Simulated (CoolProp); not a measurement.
A single-stage vapour-compression cycle with hydrogen sulfide: evaporating at 256.15 K (dew point), condensing at 299.15 K (bubble point), superheat 0 K, subcooling 5 K, compressor efficiency 0.8, no pressure losses. Each further row changes one setting.

Values from CoolProp's reference Helmholtz-energy equation of state, Lemmon 2006. It is a short technical equation, of lower accuracy than the large ones.

| case | cooling COP | pressure ratio | discharge temperature (K) | refrigerating effect (kJ/kg) | volumetric capacity (kJ/m³) |
|---|---|---|---|---|---|
| as stated | 4.00 | 3.42 | 366.5 | 409 | 4310 |
| evaporating temperature 261.15 K | 4.71 | 2.90 | 356.5 | 412 | 5070 |
| condensing temperature 294.15 K | 4.64 | 3.02 | 353.9 | 420 | 4420 |
| subcooling 10 K | 4.11 | 3.42 | 366.5 | 420 | 4420 |
| superheat 10 K | 3.91 | 3.42 | 380.7 | 421 | 4210 |
| compressor efficiency 0.7 | 3.50 | 3.42 | 378.9 | 409 | 4310 |
